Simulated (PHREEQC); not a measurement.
## Reverse-osmosis permeate

A made-up water analysis in mg/L, 10 °C, pH 5.7, pe -0.5: Na 1.36; K 2.07; Ca 7.68; Mg 1.05; Cl 6.58; S(6) as SO4 1.56; Alkalinity as HCO3 21.9; Li 0.0417; Si as SiO2 0.025.

Valence states are taken as typed.

The numbers come from PHREEQC with the ion-association model, wateq4f.dat.

This is a speciation only: nothing precipitates in the calculation.

### Question
What charge-balance error does the model give?

### Answer
charge-balance error 0.9 %.

### Question
In which forms is S present?

### Answer
SO4-2 97 %, CaSO4 2.5 %, MgSO4 0.5 % of the S.

Constants without temperature data keep their 25 °C values here.
